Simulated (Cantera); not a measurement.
Sublimation and decomposition of ceramics: Al2O3 + N2

Input: 1 mol Al2O3, 0.32 mol N2, equilibrated at 2500 °C.

Method: chemical equilibrium by Gibbs-energy minimisation in Cantera with the NASA 1993 tables (ideal gas, pure condensed phases). Candidate condensed phases: Al, AlN, Al2O3; 16 gas species. Equilibrium is a limit: real reactors are often held back by kinetics, nucleation or transport.

| P (Pa) | x N2 | x O | x Al | x AlO | x Al2O | x O2 | x NO | x Al2O2 | n Al2O3(l) |
|---|---|---|---|---|---|---|---|---|---|
| 1 | 0.0603 | 0.558 | 0.371 | 0.00849 | 9.40e-5 | 0.00131 | 0.000773 | 1.18e-7 | 0 |
| 7.20 | 0.0633 | 0.528 | 0.341 | 0.0532 | 0.00390 | 0.00842 | 0.00201 | 3.34e-5 | 0 |
| 52 | 0.258 | 0.353 | 0.180 | 0.135 | 0.0377 | 0.0272 | 0.00729 | 0.00156 | 0.759 |
| 370 | 0.892 | 0.0483 | 0.0263 | 0.0193 | 0.00559 | 0.00362 | 0.00495 | 0.000225 | 0.990 |
| 2700 | 0.984 | 0.00626 | 0.00391 | 0.00271 | 0.000856 | 0.000445 | 0.00182 | 3.26e-5 | 0.999 |
| 19000 | 0.997 | 0.000792 | 0.000662 | 0.000409 | 0.000153 | 5.01e-5 | 0.000616 | 5.20e-6 | 1.000 |
| 140000 | 1.000 | 8.71e-5 | 0.000123 | 6.16e-5 | 3.17e-5 | 4.46e-6 | 0.000184 | 8.72e-7 | 1.000 |
| 1000000 | 1.000 | 9.10e-6 | 2.67e-5 | 9.98e-6 | 7.96e-6 | 3.48e-7 | 5.14e-5 | 1.63e-7 | 1.000 |
x: gas mole fraction; n: condensed amount in mol.

From 1.00 Pa to 7.20 Pa nothing is condensed. From 52.0 Pa to 1000000 Pa the condensed part is Al2O3(l). The main Al-bearing gas is Al throughout.
